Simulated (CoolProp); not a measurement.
The fluid at 340.71 K and 0.267 MPa is compressed adiabatically to 0.448 MPa with isentropic efficiency 0.7. The same conditions are run with several fluids, on thermodynamics alone (safety and materials aside).

Model: reference Helmholtz-energy equation of state of each fluid (methane: Setzmann 1991; cis-2-butene: Lemmon 2005; R410A: Lemmon 2003; R21: Platzer 1990; n-perfluorobutane: Gao 2022), in CoolProp. The equations of Platzer and Polt are older, rougher fits. Blends and air are pseudo-pure fits.

| fluid | work (kJ/kg) | final temperature (K) | final density (kg/m³) |
|---|---|---|---|
| methane | 138 | 397.7 | 2.18 |
| cis-2-butene | … | 364.8 | 8.91 |
| R410A | 29.1 | 374.3 | … |
| R21 | 19.9 | 373.8 | … |
| n-perfluorobutane | … | 351.4 | … |

Fill in the missing entries.


- cis-2-butene, work (kJ/kg): 35.9
- R410A, final density (kg/m³): 10.7
- R21, final density (kg/m³): 15.8
- n-perfluorobutane, work (kJ/kg): 8.22
- n-perfluorobutane, final density (kg/m³): 40.3
